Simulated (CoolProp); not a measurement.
Toluene at 298.15 K and 2.4 MPa flows at 0.99 m/s in a round tube of 10 mm bore and 1.5 µm roughness, fully developed (64/Re and Nu = 3.66 if laminar; Colebrook and Gnielinski if turbulent). Each further row changes one setting.

Model: reference Helmholtz-energy equation of state, Lemmon 2006, in CoolProp. It is a short technical equation, of lower accuracy than the large ones.

```csv
case,Reynolds number,Darcy friction factor,pressure drop (Pa/m),heat-transfer coefficient (W/(m² K)),mass flow (kg/h)
as stated,15200,0.0280,1190,1550,242
velocity 1.98 m/s,30400,0.0238,4030,(withheld),484
diameter 20 mm,30400,(withheld),500,(withheld),(withheld)
```

Problem. Some entries are withheld; supply them.

Solution. 
- velocity 1.98 m/s, heat-transfer coefficient (W/(m² K)): 2870
- diameter 20 mm, Darcy friction factor: 0.0236
- diameter 20 mm, heat-transfer coefficient (W/(m² K)): 1430
- diameter 20 mm, mass flow (kg/h): 967

Viscosity comes from a separate model (Avgeri 2015). Thermal conductivity comes from a separate model (Assael 2012).
